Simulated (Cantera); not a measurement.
Feed: 1 mol SiH4, 8.3 mol NO, held at 1425 °C and 46.0 mbar.

Equilibrium computed with Cantera from the NASA thermochemical tables; the gas is ideal and each condensed phase is pure. Candidate condensed phases: H2O, Si, SiO2, Si2N2O, Si3N4; 35 gas species. The tables hold silica as quartz up to 1696 K and as liquid above; real silica turns to tridymite and cristobalite and melts near 1996 K. Gases not in the tables: Si(OH)4. Rates play no part.

Base state: N2 0.499, O2 0.257, H2O 0.240, NO 0.00254, OH 0.00126, O 0.000104, H2 4.35e-5 (mole fractions); condensed: SiO2(condensed).

**Question.** What changes in the equilibrium state with this change: temperature from 1425 °C to 552 °C?

**Answer.** 
| species | before | after |
|---|---|---|
| N2 | 0.499 | 0.500 |
| O2 | 0.257 | 0.259 |
| H2O | 0.240 | 0.241 |
| NO | 0.00254 | 2.69e-6 |
| OH | 0.00126 | 6.45e-9 |
| O | 0.000104 | <1e-9 |
| SiO2(condensed), mol | 1.00 | 0 |
| SiO2(α-quartz), mol | 0 | 1.00 |

**Question.** What changes in the equilibrium state with this change: temperature from 1425 °C to 802 °C?

**Answer.** 
```csv
species,before,after
N2,0.499,0.500
O2,0.257,0.259
H2O,0.240,0.241
NO,0.00254,5.96e-5
O,0.000104,3.11e-9
H2,4.35e-5,1.55e-9
OH,0.00126,1.59e-6
"SiO2(condensed), mol",1.00,0
"SiO2(β-quartz), mol",0,1.00
```
